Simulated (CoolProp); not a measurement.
The fluid at 293.15 K and 4.08 MPa is throttled through a valve to 2.01 MPa with no heat exchange. The same conditions are run with several fluids, on thermodynamics alone (safety and materials aside).

Values from CoolProp's reference Helmholtz-energy equation of state of each fluid (toluene: Lemmon 2006; propyne: Polt 1992; n-heptane: Span 2003; 1,2-dichloroethane: Thol 2015; dodecamethylcyclohexasiloxane (D6): Colonna 2008). The equations of Platzer and Polt are older, rougher fits.

```json
[
 {"fluid": "toluene", "temperature change (K)": "+1.0", "final density (kg/m³)": "867"},
 {"fluid": "propyne", "temperature change (K)": "(withheld)", "final density (kg/m³)": "621"},
 {"fluid": "n-heptane", "temperature change (K)": "+0.9", "final density (kg/m³)": "(withheld)"},
 {"fluid": "1,2-dichloroethane", "temperature change (K)": "+0.9", "final density (kg/m³)": "(withheld)"},
 {"fluid": "dodecamethylcyclohexasiloxane (D6)", "temperature change (K)": "+0.9", "final density (kg/m³)": "978"}
]
```

Question: Fill in the missing entries.

Answer: 
- propyne, temperature change (K): +0.4
- n-heptane, final density (kg/m³): 685
- 1,2-dichloroethane, final density (kg/m³): 1250
